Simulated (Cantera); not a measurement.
N2O furnace oxynitridation

An isothermal, constant-pressure homogeneous reactor starts with 79.9 % N2O, 14.4 % O2, 5.68 % N2, at 1325 K and 23.3 Torr.

Detailed kinetics in Cantera: GRI-Mech 3.0 (53 species, 325 reactions). GRI-Mech 3.0 was tuned for natural gas; its chemistry of N2O as a main component is partial and can be far from experiment. Radical loss at walls, strong at low pressure, is not modelled. The mechanism lacks the step 2 NO + O2 → 2 NO2, which can matter for NO2 below about 1400 K. The temperature is held fixed by assumption; the heat of reaction is taken as removed at once.

```csv
t (s),x N2O,x O2,x N2,x O,x NO2,x NO
0.00100,0.799,0.144,0.0569,1.05e-5,3.33e-11,1.75e-5
0.00242,0.799,0.144,0.0570,1.05e-5,2.39e-10,4.72e-5
0.00588,0.798,0.144,0.0574,1.05e-5,1.50e-9,0.000119
0.0143,0.797,0.145,0.0584,1.05e-5,8.83e-9,0.000293
0.0346,0.793,0.145,0.0607,1.05e-5,4.83e-8,0.000714
0.0838,0.784,0.148,0.0663,1.05e-5,2.36e-7,0.00172
0.203,0.763,0.153,0.0796,1.05e-5,9.48e-7,0.00411
0.492,0.716,0.165,0.110,1.05e-5,2.94e-6,0.00956
1.19,0.615,0.190,0.174,1.05e-5,7.49e-6,0.0211
2.89,0.434,0.235,0.289,1.04e-5,1.65e-5,0.0417
7.02,0.202,0.292,0.437,1.02e-5,2.98e-5,0.0681
17.0,0.0392,0.333,0.541,8.89e-6,4.22e-5,0.0860
41.2,0.00192,0.343,0.566,2.51e-6,9.12e-5,0.0890
100,1.13e-5,0.344,0.567,9.34e-7,0.000194,0.0889
```
x: mole fraction; the columns are a selection and need not sum to one.

Equilibrium at this temperature and pressure: N2O 5.68e-9, O2 0.388, N2 0.611, O 9.81e-7, NO2 1.31e-6, NO 0.000559 (gas phase only).
